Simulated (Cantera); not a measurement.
A closed system holds: 1 mol SiHCl3, 35 mol N2, equilibrated at 0.100 bar.

Cantera equilibrium calculation (NASA polynomials, part measured and part estimated; ideal gas, pure solids and liquids). Candidate condensed phases: NH4Cl, Si, Si3N4; 28 gas species. N2 is the only nitrogen source here; it is nearly inert below about 1500 K, so the nitride shown seldom forms there in practice. Kinetics and transport are ignored.

Q: What share of the Si ends up in condensed phases as a function of T (K), at 1498, 1523, 1548, 1573, 1598, 1623, 1648, 1673?

A: 
| T (K) | Si condensed (%) | as |
|---|---|---|
| 1498 | 28.4 | Si3N4(s) |
| 1523 | 23.6 | Si3N4(s) |
| 1548 | 18.4 | Si3N4(s) |
| 1573 | 13.2 | Si3N4(s) |
| 1598 | 8.3 | Si3N4(s) |
| 1623 | 3.8 | Si3N4(s) |
| 1648 | 0.0 | - |
| 1673 | 0.0 | - |
